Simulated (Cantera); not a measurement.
## NO annealing gas

A perfectly stirred reactor is fed with 41.7 % NO, 58.3 % N₂, at 21000 Pa; it is held at 2100 K, and followed from long to short residence time.

Model: GRI-Mech 3.0 (53 species, 325 reactions), integrated in Cantera.

```tsv
τ (s)	x NO	x O	x NO₂	x O₂	x N₂O	x N₂
6.7	0.0590	0.00129	3.65e-5	0.178	1.49e-6	0.762
3.0	0.0997	0.00122	5.82e-5	0.158	3.94e-6	0.741
1.3	0.169	0.00109	8.72e-5	0.123	1.12e-5	0.707
0.57	0.257	0.000897	0.000107	0.0790	2.69e-5	0.663
0.25	0.335	0.000677	0.000102	0.0402	4.77e-5	0.624
0.11	0.381	0.000503	8.31e-5	0.0175	6.37e-5	0.601
0.048	0.402	0.000394	6.61e-5	0.00714	7.20e-5	0.591
0.021	0.410	0.000331	5.52e-5	0.00286	7.44e-5	0.586
0.0092	0.414	0.000283	4.71e-5	0.00108	7.25e-5	0.584
```
x: mole fraction; the columns are a selection and need not sum to one.
